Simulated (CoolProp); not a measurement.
The fluid at 615 K and 3.95 MPa is throttled through a valve to 0.932 MPa with no heat exchange. The same conditions are run with several fluids, on thermodynamics alone (safety and materials aside).

Model: reference Helmholtz-energy equation of state of each fluid (methanol: de Reuck 1993; ethanol: Schroeder 2014; benzene: Thol 2012; carbon dioxide: Span 1996; cyclohexane: Zhou 2014), in CoolProp.

Rank methanol, ethanol, benzene, carbon dioxide, cyclohexane by temperature change (K), highest first.

carbon dioxide (-5.6), methanol (-13.3), ethanol (-14.4), cyclohexane (-17.3), benzene (-21.2)

| fluid | final density (kg/m³) |
|---|---|
| methanol | 6.09 |
| ethanol | 8.79 |
| benzene | 15.6 |
| carbon dioxide | 8.11 |
| cyclohexane | 16.8 |
